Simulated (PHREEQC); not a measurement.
NH3 is added in steps, without added water, to 1 kg of water holding 0.028 mol/kgw BaCl2, 0.012 mol/kgw Na2CO3 and 0.0031 mol/kgw MgSO4, at 20 °C. Oxygen is held at 0.21 atm. The system is closed to CO2. Only these solids could form: Barite, Brucite, Witherite, Nesquehonite, Halite, Mirabilite, Epsomite, Nahcolite, Natron.

Base run: PHREEQC, ion-association model, wateq4f.dat. Each further column changes one thing. The table gives pH.

| NH3 added (mol) | base | diluted 5-fold with water | BaCl2 from 0.028 to 0.14 mol/kgw |
|---|---|---|---|
| 0 | 9.04 | 9.35 | 8.71 |
| 1.719e-05 | 9.21 | 9.45 | 9.05 |
| 3.781e-05 | 9.36 | 9.54 | 9.26 |
| 5.5e-05 | 9.44 | 9.59 | 9.37 |
| 7.219e-05 | 9.51 | 9.64 | 9.45 |
| 9.281e-05 | 9.57 | 9.69 | 9.52 |
| 0.00011 | 9.61 | 9.73 | 9.57 |
